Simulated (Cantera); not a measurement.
Charge: 1 mol CCl4, 3.2 mol H2, held at 800 K and 50.0 mbar.

Method: chemical equilibrium by Gibbs-energy minimisation in Cantera with the NASA 1993 tables (ideal gas, pure condensed phases). Candidate condensed phases: C, C6H6, C7H8, C8H18; 91 gas species. Equilibrium is a limit: real reactors are often held back by kinetics, nucleation or transport.

Base state: HCl 0.772, H2 0.225, CH4 0.00340 (mole fractions); condensed: C(graphite).

What changes in the equilibrium state with this change: H2 from 3.2 to 0.11 mol?


```csv
species,before,after
Cl2,<1e-9,0.891
HCl,0.772,0.105
CCl4,<1e-9,0.00410
H2,0.225,<1e-9
CH4,0.00340,<1e-9
Cl,<1e-9,3.95e-5
"C(graphite), mol",0.982,0.991
```
Gases not in the tables: chlorinated aromatics.
